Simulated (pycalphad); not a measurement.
CALPHAD calculation (pycalphad, COST 507 light-alloy database (1999)), 1 atm. These are 1990s assessments: newer ones move some temperatures and phases. Amounts are mole fractions of atoms.

Task: Give the equilibrium state of Hf-78.5Ti-1.4B (at.%) at 1577 °C.

Result: 
```
T = 1850.00 K, P = 101325 Pa, N = 1 mol of atoms
G = -126797 J/mol, H = 54863 J/mol, S = 98.19 J/(mol K)  (SER reference)
chemical potentials (J/mol): Hf -162689, Ti -116196, B -205930
phase             fraction      x(Hf)      x(Ti)       x(B)
BCC_A2              0.7790     0.2078     0.7901     0.0020
LIQUID              0.2210     0.1769     0.7669     0.0561
```

Task: Give the equilibrium state of Hf-78.5Ti-1.4B (at.%) at 1177 °C.

Result: bcc, fraction 0.975, with 79.3 Ti, 0.14 B at.%; BM, fraction 0.025, with 47.5 Ti, 50.0 B at.%.

Database names, with the compositions (at.%) that they take in these runs: BM: Ti 47-50 B 50 Hf 0-3. BCC_A2 is bcc.
